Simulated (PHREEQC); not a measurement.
A solution holds 1.5 mmol/kgw CaCl2, 14 mmol/kgw SrCl2 and 0.044 mmol/kgw MgCl2, at 25 °C. Closed to the air; pH follows from the charge balance.

Equilibrium calculation in PHREEQC: ion-association model, phreeqc.dat.

This is a speciation only: nothing precipitates in the calculation.

**Question.** Estimate the specific conductance.

**Answer.** specific conductance 3480 µS/cm.

Species that the database lacks are ignored.
